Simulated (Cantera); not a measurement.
Standard-state values (1 bar) from the NASA 1993 polynomials, evaluated with Cantera. Values are per mole of reaction as written; species without (g) are pure solids or liquids, kept so even where they would boil at 1 bar.

Question: Between 1025 and 1625 K, where is each reaction favourable under standard conditions?
- 2 NO(g) + 2 BN → 4 N(g) + B2O2(g)
- 2 B2O3(g) + 4 NO2(g) → 7 O2(g) + 4 BN

Answer: 
- 2 NO(g) + 2 BN → 4 N(g) + B2O2(g): ΔG° is 1324 kJ at 1025 K and 1064 kJ at 1625 K; it stays positive (K < 1). ΔH° is 1767 kJ and ΔS° 433 J/K at 1625 K.
- 2 B2O3(g) + 4 NO2(g) → 7 O2(g) + 4 BN: ΔG° is 562 kJ at 1025 K and 572 kJ at 1625 K; it stays positive (K < 1). ΔH° is 552 kJ and ΔS° -12 J/K at 1625 K.
